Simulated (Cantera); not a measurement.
# Equilibrium for boron, boron nitride and boron oxide: B2H6 + H2O + H2 + O2

A closed system holds: 1 mol B2H6, 1.7 mol H2O, 2.2 mol H2, 0.2 mol O2, at 0.960 bar.

Method: chemical equilibrium by Gibbs-energy minimisation in Cantera with the NASA 1993 tables (ideal gas, pure condensed phases). Candidate condensed phases: B, B2O3, B3O3H3, H2O; 23 gas species. The feed counts by its element totals alone. Mutual solubility and eutectic melting of coexisting phases are not modelled. The tables' values for BH2 are old estimates; treat these amounts as uncertain. Gases not in the tables: B2H6 and higher boranes. Kinetics and transport are ignored.

```tsv
T (°C)	log p H2	log p HBO	log p B2O2	log p B2O3	log p B3O3H3	log p HBO2	n B(s)	n B2O3(l)
950	-0.02	-4.07	-6.84	-7.72	-2.19	-6.01	0.554	0.654
1050	-0.02	-3.41	-5.68	-6.46	-2.19	-5.21	0.553	0.652
1150	-0.02	-2.84	-4.69	-5.39	-2.19	-4.52	0.550	0.650
1250	-0.02	-2.35	-3.83	-4.46	-2.20	-3.93	0.543	0.642
1350	-0.03	-1.93	-3.09	-3.66	-2.21	-3.42	0.524	0.620
1450	-0.04	-1.56	-2.43	-2.95	-2.24	-2.97	0.474	0.558
1550	-0.06	-1.24	-1.85	-2.33	-2.28	-2.58	0.349	0.394
1650	-0.10	-0.98	-1.37	-1.82	-2.42	-2.29	0.0633	0
1750	-0.11	-0.93	-1.34	-1.97	-3.08	-2.40	0.0188	0
```
log p: log10 of the partial pressure in bar; n: condensed amount in mol.

From 950 °C to 1550 °C the condensed part is B(s) + B2O3(l). From 1650 °C to 1750 °C the condensed part is B(s). The main B-bearing gas is B3O3H3 at 950 °C and HBO at 1750 °C. The share of B in condensed phases is highest at 950 °C (93.1 %) and lowest at 1750 °C (0.9 %).
